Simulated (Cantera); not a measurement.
A closed system holds: 1 mol Si3N4, 0.054 mol CO2, 5.4 mol H2, equilibrated at 1900 °C and 320 Pa.

These are equilibrium values from Cantera (NASA tables, ideal gas, pure condensed phases), not measurements of a reactor. Candidate condensed phases: C, C6H6, C7H8, C8H18, H2O, Si, SiC, SiO2, Si2N2O, Si3N4; 151 gas species. The tables' values for SiN are old estimates; treat these amounts as uncertain. Gases not in the tables: Si2H6 and higher silanes. The numbers say what is thermodynamically allowed, not how fast it happens.

Base state: H2 0.594, N2 0.232, Si 0.0885, H 0.0658, SiO 0.00923, CO 0.00333, Si2C 0.00236, SiH 0.00180 (mole fractions); condensed: Si(l).

Problem. What changes in the equilibrium state with this change: pressure from 320 Pa to 13300 Pa?

Solution. 
```csv
species,before,after
H2,0.594,0.707
N2,0.232,0.264
H,0.0658,0.0111
Si,0.0885,0.00212
SiO,0.00923,0.00847
Si3,0.000266,6.38e-6
Si2,0.00134,3.23e-5
"Si(l), mol",2.06,2.91
```

Problem. What changes in the equilibrium state with this change: temperature from 1900 °C to 950 °C?

Solution. 
```json
[
 {"species": "H2", "before": "0.594", "after": "0.987"},
 {"species": "N2", "before": "0.232", "after": "0.0132"},
 {"species": "H", "before": "0.0658", "after": "5.28e-6"},
 {"species": "Si", "before": "0.0885", "after": "<1e-9"},
 {"species": "SiO", "before": "0.00923", "after": "7.46e-9"},
 {"species": "Si2C", "before": "0.00236", "after": "<1e-9"},
 {"species": "SiH", "before": "0.00180", "after": "<1e-9"},
 {"species": "Si(l), mol", "before": "2.06", "after": "0"},
 {"species": "SiC(s), mol", "before": "0", "after": "0.0540"},
 {"species": "Si2N2O(s), mol", "before": "0", "after": "0.108"},
 {"species": "Si3N4(s), mol", "before": "0", "after": "0.910"}
]
```
Mutual solubility and eutectic melting of coexisting phases are not modelled.
